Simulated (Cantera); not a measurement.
# Thermodynamics of oxide etching and cleaning by halides, feed CuO + HF + H2

Feed: 1 mol CuO, 3.1 mol HF, a varied amount of H2, held at 0.195 Torr.

Method: chemical equilibrium by Gibbs-energy minimisation in Cantera with the NASA 1993 tables (ideal gas, pure condensed phases). Candidate condensed phases: Cu, CuF2, CuO, Cu(OH)2, Cu2O, H2O; 27 gas species. Mutual solubility and eutectic melting of coexisting phases are not modelled. Equilibrium is a limit: real reactors are often held back by kinetics, nucleation or transport.

Map the stable condensed phases over T = 1298, 1348, 1398, 1448, 1498, 1548, 1598, 1648, 1698, 1748, 1798 K and n(H2) in mol = 0.18, 0.23, 0.3, 0.4, 0.52, 0.69, 0.9, 1.2, 1.5, 2, 2.7, 3.5.


```
T in K \ n(H2) in mol
         0.18 0.23  0.3  0.4 0.52 0.69  0.9  1.2  1.5    2  2.7  3.5
   1798     A    A    A    A    A    A    A    A    A    A    A    A
   1748     A    A    A    A    A    A    A    A    A    A    A    A
   1698     A    A    A    A    A    A    A    A    A    A    A    A
   1648     A    A    A    A    A    A    A    A    A    A    A    A
   1598     A    A    A    A    A    A    B    B    B    B    A    A
   1548     B    B    B    B    B    B    B    B    B    B    B    B
   1498     B    B    B    B    B    B    B    B    B    B    B    B
   1448     B    B    B    B    B    B    B    B    B    B    B    B
   1398     C    D    D    D    D    B    B    B    B    B    B    B
   1348     C    C    C    C    D    D    B    B    B    B    B    B
   1298     C    C    C    C    D    D    D    B    B    B    B    B
```
A: gas only; B: Cu; C: Cu2O; D: Cu + Cu2O.
